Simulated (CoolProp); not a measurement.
Computed with CoolProp (reference Helmholtz-energy equation of state, Akasaka 2019).

Task: For R1234ze(Z), give the phase and the Z, cv (kJ/(kg K)), speed of sound (m/s), Joule-Thomson coefficient (K/MPa) at 440 K and 0.407 MPa; 440 K and 1.22 MPa; 440 K and 5.3 MPa.

Result: 
- 440 K and 0.407 MPa: gas; Z 0.962, cv 1.00, speed of sound 180, Joule-Thomson coefficient 10.4
- 440 K and 1.22 MPa: gas; Z 0.879, cv 1.03, speed of sound 167, Joule-Thomson coefficient 11.1
- 440 K and 5.3 MPa: supercritical; Z 0.268, cv 1.16, speed of sound 137, Joule-Thomson coefficient 5.10
